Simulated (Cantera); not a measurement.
Charge: 1 mol C6H6, 0.51 mol O2, 45 mol H2, 2.2 mol H2O, equilibrated at 2198 K and 400 Pa.

Method: chemical equilibrium by Gibbs-energy minimisation in Cantera with the NASA 1993 tables (ideal gas, pure condensed phases). Candidate condensed phases: C, C6H6, C7H8, C8H18, H2O; 110 gas species. Equilibrium is a limit: real reactors are often held back by kinetics, nucleation or transport.

Base state: H2 0.858, H 0.0816, CO 0.0578, C2H2 (acetylene) 0.00218 (mole fractions); condensed: C(graphite).

Task: What changes in the equilibrium state with this change: temperature from 2198 K to 1775 K?

Result: 
```tsv
species	before	after
H2	0.858	0.935
CO	0.0578	0.0601
H	0.0816	0.00443
C2H2 (acetylene)	0.00218	0.000133
C(graphite), mol	2.54	2.77
```

Task: What changes in the equilibrium state with this change: 0.5 mol CO2 added?

Result: 
```
species            before    after
----------------  -------  -------
H2                  0.858    0.843
H                  0.0816   0.0808
CO                 0.0578   0.0744
C2H2 (acetylene)  0.00218  0.00214
C(graphite), mol     2.54     2.04
```
